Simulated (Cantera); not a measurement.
Source: NASA polynomial tables (part measured, part estimated), evaluated in Cantera. Values are per mole of reaction as written; species without (g) are pure solids or liquids, kept so even where they would boil at 1 bar. ZrN: taken at fixed stoichiometry.

Between 300 and 1775 K, where is each reaction favourable under standard conditions?
- 4 H2(g) + N2(g) + 2 ZrO2(g) ⇌ 2 ZrN + 4 H2O(g)


- 4 H2(g) + N2(g) + 2 ZrO2(g) ⇌ 2 ZrN + 4 H2O(g): ΔG° is -997 kJ at 300 K and -349 kJ at 1775 K; it stays negative (K > 1). ΔH° is -1117 kJ and ΔS° -433 J/K at 1775 K.
